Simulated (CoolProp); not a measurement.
Vapour-liquid equilibrium of R13 (1) + R11 (2) at -22.75 °C; x and y are mole fractions of (1).

Computed with CoolProp (multi-fluid Helmholtz-energy mixture model, Platzer 1990 and Jacobsen 1992; pair parameters Bell 2016). This equation is an older, rougher fit; its heat capacities, sound speeds and derivatives of the liquid may be far off and weren't checked against measurements.

| x | bubble pressure (kPa) | y at the bubble point | dew pressure at overall composition x (kPa) | liquid density (mol/L) |
|---|---|---|---|---|
| 0.05 | 97.51 | 0.862 | 14.36 | 11.62 |
| 0.125 | 211.5 | 0.938 | 15.59 | 11.74 |
| 0.2 | 312.1 | 0.959 | 17.04 | 11.86 |
| 0.275 | 400.7 | 0.969 | 18.80 | 11.97 |
| 0.35 | 479.0 | 0.975 | 20.96 | 12.07 |
| 0.425 | 548.8 | 0.979 | 23.69 | 12.16 |
| 0.5 | 612.0 | 0.982 | 27.22 | 12.24 |
| 0.575 | 671.0 | 0.985 | 32.01 | 12.31 |
| 0.65 | 727.8 | 0.987 | 38.83 | 12.35 |
| 0.725 | 785.1 | 0.989 | 49.35 | 12.37 |
| 0.8 | 845.7 | 0.992 | 67.68 | 12.36 |
| 0.875 | 913.0 | 0.994 | 107.6 | 12.31 |
| 0.95 | 991.3 | 0.997 | 260.9 | 12.19 |

No azeotrope shows between x = 0.05 and 0.95.

The pair parameters rest on a limited set of measurements; away from them the model extrapolates. The gap from Raoult's law changes sign with composition, which may be real or a fault of the pair parameters; it wasn't checked against measurements.
